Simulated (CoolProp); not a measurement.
Properties of dodecamethylcyclohexasiloxane (D6) along the isobar 1.01 bar.

Computed with CoolProp (reference Helmholtz-energy equation of state, Colonna 2008). It is a short technical equation, of lower accuracy than the large ones.

```tsv
T (K)	phase	density (kg/m³)	cp (kJ/(kg K))	cv (kJ/(kg K))	isothermal compressibility (1/MPa)	fugacity coefficient
386.2	liquid	870.7	1.746	1.581	0.004543	0.01351
412.2	liquid	840.9	1.801	1.630	0.005503	0.04239
438.1	liquid	810.3	1.855	1.679	0.006778	0.1102
464.1	liquid	778.3	1.909	1.726	0.008555	0.2473
490.1	liquid	744.5	1.965	1.772	0.01116	0.4905
516.1	liquid	707.9	2.023	1.816	0.01529	0.8774
542.1	gas	10.86	1.836	1.809	10.84	0.9234
568	gas	10.23	1.880	1.854	10.68	0.9339
594	gas	9.678	1.922	1.898	10.55	0.9427
620	gas	9.192	1.964	1.940	10.45	0.9502
```
